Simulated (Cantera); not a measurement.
An isothermal, constant-pressure homogeneous reactor starts with NH3 : N2 = 1 : 0.96 (molar parts), at 1725 K and 105 Torr. Integrator tolerance rtol = 1e-08.

Computed with Cantera and the gas-phase N/H chemistry of the illustrative SiF4/NH3 mechanism in the Surface Chemkin manual (1991). Walls and surfaces, which speed up NH3 decomposition in real reactors, are not modelled.

Question: What does this change do: NH3 1 to 0.22 parts?

Answer: 
| quantity | before | after |
|---|---|---|
| x(NH3) at 10.0 s | 0.0909 (gas-phase equilibrium 1.21e-6) | 0.0307 (gas-phase equilibrium 4.76e-7) |
| x(NH2) at 10.0 s | 6.38e-5 (gas-phase equilibrium 2.18e-9) | 3.34e-5 (gas-phase equilibrium 1.26e-9) |
| x(H) at 10.0 s | 0.000114 (gas-phase equilibrium 0.000356) | 8.32e-5 (gas-phase equilibrium 0.000243) |
| x(N) at 10.0 s | 7.16e-8 (gas-phase equilibrium 1.70e-11) | 8.94e-8 (gas-phase equilibrium 2.12e-11) |
| x(NH) at 10.0 s | 9.54e-7 (gas-phase equilibrium 8.54e-11) | 7.71e-7 (gas-phase equilibrium 7.25e-11) |
| x(N2H2) at 10.0 s | 1.06e-7 (gas-phase equilibrium <1e-12) | 3.83e-8 (gas-phase equilibrium <1e-12) |
